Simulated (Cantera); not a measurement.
Low-pressure radical oxidation in H2/O2

An isothermal, constant-pressure homogeneous reactor starts with 0.143 % H₂, 22.0 % O₂, 77.1 % N₂, 0.749 % H₂O, at 1098 K and 0.975 Torr.

Model: GRI-Mech 3.0 (53 species, 325 reactions), integrated in Cantera. Radical loss at walls, strong at low pressure, is not modelled.

```
t (s)         x H₂   x O₂       x H   x H₂O₂     x HO₂      x NO
--------  --------  -----  --------  -------  --------  --------
6.00e-5    0.00143  0.220    <1e-12   <1e-12    <1e-12    <1e-12
0.000198   0.00143  0.220    <1e-12   <1e-12    <1e-12    <1e-12
0.000652   0.00143  0.220  2.02e-12   <1e-12  2.27e-12    <1e-12
0.00215    0.00143  0.220  5.43e-12   <1e-12  7.48e-12    <1e-12
0.00709    0.00143  0.220  1.08e-11   <1e-12  2.47e-11    <1e-12
0.0234     0.00143  0.220  1.98e-11   <1e-12  8.13e-11    <1e-12
0.0770     0.00143  0.220  7.61e-11   <1e-12  2.68e-10    <1e-12
0.254      0.00143  0.220   3.38e-9   <1e-12  9.13e-10    <1e-12
0.837     0.000364  0.219  0.000116  2.70e-9   5.43e-8  9.77e-12
2.76       2.24e-5  0.219  0.000110  1.39e-9   4.58e-8  3.93e-10
9.10       1.83e-5  0.219   8.11e-5  1.36e-9   4.21e-8   1.42e-9
30.0       1.04e-5  0.219   3.47e-5  1.26e-9   3.26e-8   3.04e-9
```
x: mole fraction; the columns are a selection and need not sum to one.

Equilibrium at this temperature and pressure: H₂ 6.67e-10, O₂ 0.220, H 1.78e-11, H₂O₂ 1.33e-12, HO₂ 2.28e-10, NO 8.49e-5 (gas phase only).
